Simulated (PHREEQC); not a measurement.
Solution (38 °C): 1 mmol/kgw HF, 0.067 mmol/kgw (CH3)4NF and 0.072 mmol/kgw LiOH. Closed to the air; pH follows from the charge balance.

The numbers come from PHREEQC with the ion-association model, wateq4f.dat.

This is a speciation only: nothing precipitates in the calculation.

**Question.** Predict the pH, ionic strength.

**Answer.** pH 3.36; ionic strength 0.000589 mol/kgw.

**Question.** In which forms is F present?

**Answer.** F- 55 %, HF 45 % of the F.

Species that the database lacks are ignored. (CH3)4N+ isn't in the database: it is added as a free cation with an ion size of 4 Å. Constants without temperature data keep their 25 °C values here.
